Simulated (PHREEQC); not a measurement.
Consider water at 25 °C and 10 atm with 110 mmol/kgw NaH2PO4, 65 mmol/kgw NaF and 0.24 mmol/kgw KCl. Closed to the air; pH follows from the charge balance.

All values are PHREEQC results (ion-association model, phreeqc.dat), not measurements.

| quantity | before | after |
|---|---|---|
| pH | 4.85 | 2.69 |
| ionic strength (mol/kgw) | 0.173 | 0.196 |
| HPO4-2 (mol/kgw) | 0.00115 | 6.93e-6 |
| H3PO4 (mol/kgw) | 0.000164 | 0.0194 |
| NaHPO4- (mol/kgw) | 0.000119 | 6.73e-7 |
| KHPO4- (mol/kgw) | 1.61e-7 | 8.80e-10 |
| SI of Halite (NaCl) | -6.22 | -6.24 |
| SI of Sylvite (KCl) | -8.42 | -8.45 |

Q: What was changed between the two runs?
A) temperature from 25 to 10 °C
B) diluted 10-fold with water
C) NaH2PO4 replaced by KH2PO4 at the same molality
D) 0.0021 mol/kgw NaBF4 added
E) 0.033 mol/kgw H2SO4 added

A: E, 0.033 mol/kgw H2SO4 added

This is a speciation only: nothing precipitates in the calculation.
